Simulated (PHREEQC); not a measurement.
Dissolve 0.0017 mol NaHCO3 and 3.3e-05 mol KHF2 per kg of water at 20 °C. Closed to the air; pH follows from the charge balance.

Equilibrium calculation in PHREEQC: ion-association model, phreeqc.dat.

| quantity | before | after |
|---|---|---|
| pH | 7.96 | 8.12 |
| CO2 (mol/kgw) | 4.11e-5 | 5.69e-5 |
| CO3-2 (mol/kgw) | 7.34e-6 | 2.21e-5 |
| NaHCO3 (mol/kgw) | 1.48e-6 | 5.74e-6 |
| NaCO3- (mol/kgw) | 1.50e-7 | 8.45e-7 |

**Question.** Which change was made?
(A) 0.00028 mol/kgw HCl added
(B) NaHCO3 from 0.0017 to 0.0034 mol/kgw
(C) 0.00038 mol/kgw Na3PO4 added
(D) 6.5e-05 mol/kgw (CH3)4NCl added
(E) KHF2 from 3.3e-05 to 0.000165 mol/kgw

**Answer.** B, NaHCO3 from 0.0017 to 0.0034 mol/kgw

No solid was allowed to form.
